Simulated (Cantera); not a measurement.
A perfectly stirred reactor is fed with C₃H₈ : O₂ : N₂ = 1 : 2.94 : 11.1 (molar parts), equivalence ratio 1.7, at 101000 Pa; it is adiabatic with a 400 K inlet, and is followed from long to short residence time, starting on the burning branch (τ in s: 0.091, 0.034, 0.012, 0.0046, 0.0017, 0.00063, 0.00023, 8.6e-05, 3.2e-05).

Model: GRI-Mech 3.0 (53 species, 325 reactions), integrated in Cantera. GRI-Mech 3.0 was tuned for natural gas; its chemistry of propane as a main component is partial and can be far from experiment.

Q: What does this change do: inlet temperature 400 to 450 K?

A: 
| quantity | before | after |
|---|---|---|
| blow-out, bracketed by the residence times tried | burning at 0.630 ms, out at 0.230 ms | burning at 0.630 ms, out at 0.230 ms |
| x(C₃H₈) at τ = 91.0 ms | 1.76e-6 | 1.40e-6 |
| x(O₂) at τ = 91.0 ms | 0.000281 | 0.000220 |
| x(H₂O) at τ = 91.0 ms | 0.128 | 0.127 |
| x(C₂H₆) at τ = 91.0 ms | 1.02e-6 | 5.67e-7 |
| x(H) at τ = 91.0 ms | 0.000510 | 0.000625 |
| x(C₃H₈) at τ = 1.70 ms | 5.81e-5 | 4.53e-5 |
| x(O₂) at τ = 1.70 ms | 0.00474 | 0.00387 |
| x(H₂O) at τ = 1.70 ms | 0.136 | 0.135 |
| x(C₂H₆) at τ = 1.70 ms | 2.32e-5 | 1.42e-5 |
| x(H) at τ = 1.70 ms | 0.00146 | 0.00173 |
